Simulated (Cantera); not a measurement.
A closed system holds: 1 mol Zr, a varied amount of N2O, 220 mol H2, held at 1400 K and 1 atm.

Cantera equilibrium calculation (NASA polynomials, part measured and part estimated; ideal gas, pure solids and liquids). Candidate condensed phases: H2O, Zr, ZrN, ZrO2; 28 gas species. Mutual solubility and eutectic melting of coexisting phases are not modelled. ZrN: taken at fixed stoichiometry. Condensed phases not in the tables: solid solutions among these carbides, nitrides and lower oxides, N, O or C dissolved in the metal. The numbers say what is thermodynamically allowed, not how fast it happens.

x: gas mole fraction; n: condensed amount in mol.

```json
[
 {"n(N2O) (mol)": "0.25", "x H2": "1.000", "x N2": "<1e-12", "x NH3": "<1e-12", "x H": "4.83e-6", "x H2O": "5.95e-10", "n Zr(β)": "0.375", "n ZrN(s)": "0.500", "n ZrO2(monoclinic)": "0.125"},
 {"n(N2O) (mol)": "0.42", "x H2": "1.000", "x N2": "0.000113", "x NH3": "?", "x H": "4.83e-6", "x H2O": "1.52e-6", "n Zr(β)": "0", "n ZrN(s)": "0.790", "n ZrO2(monoclinic)": "0.210"},
 {"n(N2O) (mol)": "0.59", "x H2": "0.999", "x N2": "0.00108", "x NH3": "?", "x H": "4.83e-6", "x H2O": "2.66e-6", "n Zr(β)": "0", "n ZrN(s)": "0.705", "n ZrO2(monoclinic)": "0.295"},
 {"n(N2O) (mol)": "0.76", "x H2": "0.998", "x N2": "0.00204", "x NH3": "?", "x H": "4.83e-6", "x H2O": "3.12e-6", "n Zr(β)": "0", "n ZrN(s)": "0.620", "n ZrO2(monoclinic)": "0.380"},
 {"n(N2O) (mol)": "0.93", "x H2": "0.997", "x N2": "0.00300", "x NH3": "?", "x H": "4.82e-6", "x H2O": "3.43e-6", "n Zr(β)": "0", "n ZrN(s)": "0.535", "n ZrO2(monoclinic)": "0.465"},
 {"n(N2O) (mol)": "1.1", "x H2": "0.996", "x N2": "0.00396", "x NH3": "?", "x H": "4.82e-6", "x H2O": "3.68e-6", "n Zr(β)": "0", "n ZrN(s)": "0.450", "n ZrO2(monoclinic)": "0.550"},
 {"n(N2O) (mol)": "1.3", "x H2": "0.995", "x N2": "0.00508", "x NH3": "6.13e-6", "x H": "4.82e-6", "x H2O": "3.91e-6", "n Zr(β)": "0", "n ZrN(s)": "0.350", "n ZrO2(monoclinic)": "0.650"},
 {"n(N2O) (mol)": "1.4", "x H2": "0.994", "x N2": "0.00565", "x NH3": "6.46e-6", "x H": "4.82e-6", "x H2O": "4.01e-6", "n Zr(β)": "0", "n ZrN(s)": "0.300", "n ZrO2(monoclinic)": "0.700"},
 {"n(N2O) (mol)": "1.6", "x H2": "0.993", "x N2": "0.00677", "x NH3": "7.06e-6", "x H": "4.82e-6", "x H2O": "4.19e-6", "n Zr(β)": "0", "n ZrN(s)": "0.200", "n ZrO2(monoclinic)": "0.800"},
 {"n(N2O) (mol)": "1.8", "x H2": "0.992", "x N2": "0.00789", "x NH3": "7.61e-6", "x H": "4.81e-6", "x H2O": "4.35e-6", "n Zr(β)": "0", "n ZrN(s)": "0.100", "n ZrO2(monoclinic)": "0.900"}
]
```

### Question
Fill in the missing entries.

### Answer

- 0.42, x NH3: 9.20e-7
- 0.59, x NH3: 2.84e-6
- 0.76, x NH3: 3.90e-6
- 0.93, x NH3: 4.72e-6
- 1.1, x NH3: 5.42e-6
